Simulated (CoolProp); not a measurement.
The fluid at 320.75 K and 2.64 MPa flows at 9.6 m/s in a round tube of 20 mm bore and 45 µm roughness, fully developed (64/Re and Nu = 3.66 if laminar; Colebrook and Gnielinski if turbulent). The same conditions are run with several fluids, on thermodynamics alone (safety and materials aside).

Values from CoolProp's reference Helmholtz-energy equation of state of each fluid (c-C4F8 (RC318): Platzer 1990; R134a: Tillner-Roth 1994; propane: Lemmon 2009; p-xylene: Zhou 2012; R124: de Vries 1995). The equations of Platzer and Polt are older, rougher fits.

**Question.** Rank c-C4F8 (RC318), R134a, propane, p-xylene, R124 by Reynolds number, highest first.

**Answer.** R134a (1420000), R124 (1240000), propane (1120000), c-C4F8 (RC318) (976000), p-xylene (335000)

```csv
fluid,Darcy friction factor,pressure drop (Pa/m),heat-transfer coefficient (W/(m² K)),mass flow (kg/h)
c-C4F8 (RC318),0.0243,79800,19700,15400
R134a,0.0243,63100,27500,12200
propane,0.0243,25700,23800,4980
p-xylene,0.0247,47700,15300,9110
R124,0.0243,72100,22600,14000
```

Transport values come from each fluid's own correlations; those of c-C4F8 (RC318), R134a, R124 are estimates that may be off by 10 % or more.
